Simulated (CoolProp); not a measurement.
A simple Rankine cycle with hexamethyldisiloxane (MM): condensing at 310.15 K, boiler at 0.0496 MPa, turbine inlet 355.9 K, turbine efficiency 0.6, pump efficiency 0.6, no recuperator. Each further row changes one setting.

Model: reference Helmholtz-energy equation of state, Thol 2016, in CoolProp.

| case | thermal efficiency (%) | net work (kJ/kg) | heat in (kJ/kg) | turbine exit temperature (K) | volume ratio over the turbine |
|---|---|---|---|---|---|
| as stated | (withheld) | (withheld) | 293 | 344.4 | (withheld) |
| turbine inlet 375.9 K | (withheld) | (withheld) | 327 | 364.3 | 4.94 |
| condensing temperature 302.15 K | (withheld) | 20.6 | 309 | 341.8 | 7.22 |
| boiler pressure 0.0347 MPa | 4.5 | 13.1 | 294 | 347.1 | 3.46 |
| turbine efficiency 0.5 | 4.7 | 13.9 | 293 | 346.1 | (withheld) |

Task: Some entries are withheld; supply them.

Result: 
- as stated, thermal efficiency (%): 5.7
- as stated, net work (kJ/kg): 16.7
- as stated, volume ratio over the turbine: 4.96
- turbine inlet 375.9 K, thermal efficiency (%): 5.4
- turbine inlet 375.9 K, net work (kJ/kg): 17.7
- condensing temperature 302.15 K, thermal efficiency (%): 6.7
- turbine efficiency 0.5, volume ratio over the turbine: 4.99
